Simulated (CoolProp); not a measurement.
A single-stage vapour-compression cycle with R21: evaporating at 255.15 K (dew point), condensing at 307.15 K (bubble point), superheat 2 K, subcooling 8 K, compressor efficiency 0.85, no pressure losses. Each further row changes one setting.

The numbers come from the reference Helmholtz-energy equation of state, Platzer 1990 in CoolProp. This equation is an older, rougher fit; its heat capacities, sound speeds and derivatives of the liquid may be far off and weren't checked against measurements.

```tsv
case	cooling COP	pressure ratio	discharge temperature (K)	refrigerating effect (kJ/kg)	volumetric capacity (kJ/m³)
as stated	3.69	7.80	356.1	209	322
evaporating temperature 260.15 K	4.23	6.14	349.9	212	407
condensing temperature 302.15 K	4.15	6.63	347.7	215	330
subcooling 13 K	(withheld)	7.80	356.1	215	330
superheat 12 K	(withheld)	7.80	367.7	215	(withheld)
compressor efficiency 0.75	(withheld)	7.80	367.2	209	322
```

**Question.** Some entries are withheld; supply them.

**Answer.** 
- subcooling 13 K, cooling COP: 3.78
- superheat 12 K, cooling COP: 3.64
- superheat 12 K, volumetric capacity (kJ/m³): 317
- compressor efficiency 0.75, cooling COP: 3.25
